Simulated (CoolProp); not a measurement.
C3F8 (R218) at 396.05 K and 0.951 MPa flows at 0.23 m/s in a round tube of 25 mm bore and 1.5 µm roughness, fully developed (64/Re and Nu = 3.66 if laminar; Colebrook and Gnielinski if turbulent). Each further row changes one setting.

Model: reference Helmholtz-energy equation of state, Lemmon 2006, in CoolProp. It is a short technical equation, of lower accuracy than the large ones.

```tsv
case	Reynolds number	Darcy friction factor	pressure drop (Pa/m)	heat-transfer coefficient (W/(m² K))	mass flow (kg/h)
as stated	20100	0.0260	(withheld)	(withheld)	23.9
velocity 0.46 m/s	40300	0.0221	(withheld)	(withheld)	(withheld)
diameter 50 mm	40300	0.0220	0.685	39.1	(withheld)
```

Q: Some entries are withheld; supply them.

A: 
- as stated, pressure drop (Pa/m): 1.61
- as stated, heat-transfer coefficient (W/(m² K)): 45.5
- velocity 0.46 m/s, pressure drop (Pa/m): 5.50
- velocity 0.46 m/s, heat-transfer coefficient (W/(m² K)): 78.6
- velocity 0.46 m/s, mass flow (kg/h): 47.7
- diameter 50 mm, mass flow (kg/h): 95.5

Viscosity comes from a separate model (Huber 2003), an estimate that may be off by 10 % or more. Thermal conductivity comes from a separate model (Huber 2003), an estimate that may be off by 10 % or more.
